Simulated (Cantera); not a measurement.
Standard-state values (1 bar) from the NASA 1993 polynomials, evaluated with Cantera. Values are per mole of reaction as written; species without (g) are pure solids or liquids, kept so even where they would boil at 1 bar.

10 O(g) + 4 PH3(g) → 12 H(g) + P4O10

```csv
T (K),ΔH° (kJ),ΔS° (J/K),ΔG° (kJ),log10 K
423,(withheld),(withheld),(withheld),(withheld)
448,(withheld),(withheld),(withheld),(withheld)
473,-2886.1,-790.9,-2512.0,277.40
498,(withheld),(withheld),(withheld),(withheld)
523,(withheld),(withheld),(withheld),(withheld)
548,-2874.6,-768.4,-2453.5,233.86
573,-2870.5,-761.1,-2434.4,221.92
598,-2866.3,-753.9,-2415.5,210.99
623,-2862.0,-746.8,-2396.7,200.95
```

Q: Fill in the missing entries.

A: 
- 423, ΔH° (kJ): -2893.1
- 423, ΔS° (J/K): -806.5
- 423, ΔG° (kJ): -2551.9
- 423, log10 K: 315.12
- 448, ΔH° (kJ): -2889.7
- 448, ΔS° (J/K): -798.7
- 448, ΔG° (kJ): -2531.9
- 448, log10 K: 295.20
- 498, ΔH° (kJ): -2882.4
- 498, ΔS° (J/K): -783.3
- 498, ΔG° (kJ): -2492.3
- 498, log10 K: 261.41
- 523, ΔH° (kJ): -2878.6
- 523, ΔS° (J/K): -775.8
- 523, ΔG° (kJ): -2472.8
- 523, log10 K: 246.97
